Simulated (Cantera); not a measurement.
Cantera run:

```python
import numpy as np
import cantera as ct

gas_names = """
    H HNO HNO2 HNO3 HO2 H2 H2O H2O2 H2S H2SO4 N NH NH2 NH3 NH2OH NO NO2 NO3 N2 N2H2 N2H4 N2O O OH O2 O3
    S SH SN SO SO2 SO3 S2 S2O S8
""".split()
cond_names = """
    H2O(s) H2O(L) H2SO4(L) S(cr1) S(cr2) S(L)
""".split()


# ... load() reads the species with a 1 bar reference pressure and builds the phases ...
atoms = {
    'H2S': {'H': 2, 'S': 1},
    'H2O': {'H': 2, 'O': 1},
    'N2': {'N': 2},
}
top_T = {}  # K; cautious upper limits of use, not melting points


# ... equilibrate(T, P, feed) seeds the gas with the atoms and calls Mixture.equilibrate('TP', solver="vcs", rtol=1e-11, max_steps=5000) ...
results = []
feed = {'H2S': 1, 'H2O': 0.78, 'N2': 0.55}  # mol
P = 36  # Pa
for T in [1675, 1775, 1875, 1975, 2075, 2175, 2275, 2375, 2475, 2575]:
    mix = equilibrate(T, P, feed)
    results.append((T, P, feed, dict(zip(mix.species_names, mix.species_moles))))
    x = sorted(zip(gas.X, gas.species_names), reverse=True)
    print(f"T = {T:g} K  P = {P:g} Pa  gas = {mix.phase_moles(0):.4g} mol")
    print("   x: " + "  ".join(f"{s} {v:.3e}" for v, s in x if v > 1e-06))
    print("   condensed (mol): " + ("  ".join(f"{mix.phase(i).name} {mix.phase_moles(i):.4g}"
          for i in range(1, mix.n_phases) if mix.phase_moles(i) > 1e-12) or "none"))
```

Output:

```
T = 1675 K  P = 36 Pa  gas = 2.905 mol
   x: H2 4.110e-01  H2O 1.912e-01  N2 1.893e-01  S2 1.396e-01  SO2 2.944e-02  SO 1.806e-02  SH 7.222e-03  H2S 4.952e-03  S 4.944e-03  H 3.923e-03  S2O 2.608e-04  OH 8.829e-05  NO 1.065e-06
   condensed (mol): none
T = 1775 K  P = 36 Pa  gas = 2.953 mol
   x: H2 4.250e-01  N2 1.863e-01  H2O 1.647e-01  S2 1.246e-01  SO2 3.407e-02  SO 3.084e-02  S 1.126e-02  H 9.945e-03  SH 9.365e-03  H2S 3.354e-03  S2O 2.536e-04  OH 2.400e-04  O 4.382e-06  NO 3.514e-06
   condensed (mol): none
T = 1875 K  P = 36 Pa  gas = 3.021 mol
   x: H2 4.311e-01  N2 1.820e-01  H2O 1.385e-01  S2 1.056e-01  SO 4.704e-02  SO2 3.590e-02  S 2.276e-02  H 2.268e-02  SH 1.134e-02  H2S 2.257e-03  OH 5.681e-04  S2O 2.264e-04  O 2.262e-05  NO 9.931e-06  O2 3.183e-06  SN 1.866e-06
   condensed (mol): none
T = 1975 K  P = 36 Pa  gas = 3.123 mol
   x: H2 4.245e-01  N2 1.761e-01  H2O 1.137e-01  S2 8.265e-02  SO 6.467e-02  H 4.698e-02  S 4.083e-02  SO2 3.496e-02  SH 1.266e-02  H2S 1.465e-03  OH 1.199e-03  S2O 1.832e-04  O 9.766e-05  NO 2.479e-05  O2 1.131e-05  SN 3.113e-06
   condensed (mol): none
T = 2075 K  P = 36 Pa  gas = 3.268 mol
   x: H2 4.006e-01  N2 1.683e-01  H2O 9.122e-02  H 8.885e-02  SO 8.056e-02  S 6.455e-02  S2 5.750e-02  SO2 3.197e-02  SH 1.274e-02  OH 2.309e-03  H2S 8.839e-04  O 3.674e-04  S2O 1.317e-04  NO 5.635e-05  O2 3.577e-05  SN 4.569e-06
   condensed (mol): none
T = 2175 K  P = 36 Pa  gas = 3.469 mol
   x: H2 3.565e-01  N2 1.585e-01  H 1.536e-01  SO 9.134e-02  S 8.884e-02  H2O 7.167e-02  S2 3.409e-02  SO2 2.802e-02  SH 1.126e-02  OH 4.148e-03  O 1.253e-03  H2S 4.759e-04  NO 1.204e-04  O2 1.065e-04  S2O 8.227e-05  SN 5.822e-06
   condensed (mol): none
T = 2275 K  P = 36 Pa  gas = 3.731 mol
   x: H2 2.933e-01  H 2.423e-01  N2 1.473e-01  S 1.064e-01  SO 9.493e-02  H2O 5.451e-02  SO2 2.385e-02  S2 1.694e-02  SH 8.611e-03  OH 7.011e-03  O 3.974e-03  O2 3.092e-04  NO 2.470e-04  H2S 2.215e-04  S2O 4.440e-05  SN 6.436e-06
   condensed (mol): none
T = 2375 K  P = 36 Pa  gas = 4.066 mol
   x: H 3.470e-01  H2 2.179e-01  N2 1.350e-01  S 1.149e-01  SO 9.089e-02  H2O 3.803e-02  SO2 1.921e-02  O 1.155e-02  OH 1.078e-02  S2 7.482e-03  SH 5.809e-03  O2 8.364e-04  NO 4.767e-04  H2S 8.944e-05  S2O 2.134e-05  SN 6.395e-06  N 1.674e-06
   condensed (mol): none
T = 2475 K  P = 36 Pa  gas = 4.479 mol
   x: H 4.481e-01  H2 1.428e-01  N2 1.224e-01  S 1.205e-01  SO 7.910e-02  O 2.859e-02  H2O 2.183e-02  OH 1.379e-02  SO2 1.323e-02  SH 3.665e-03  S2 3.366e-03  O2 1.797e-03  NO 8.018e-04  H2S 3.268e-05  S2O 9.621e-06  SN 6.148e-06  N 4.265e-06
   condensed (mol): none
T = 2575 K  P = 36 Pa  gas = 4.927 mol
   x: H 5.236e-01  S 1.300e-01  N2 1.111e-01  H2 8.228e-02  SO 6.035e-02  O 5.537e-02  OH 1.339e-02  H2O 9.340e-03  SO2 6.825e-03  O2 2.564e-03  SH 2.283e-03  S2 1.719e-03  NO 1.084e-03  H2S 1.135e-05  N 1.008e-05  SN 6.104e-06  S2O 4.132e-06
   condensed (mol): none
```

Cantera equilibrium calculation (NASA polynomials, part measured and part estimated; ideal gas, pure solids and liquids).
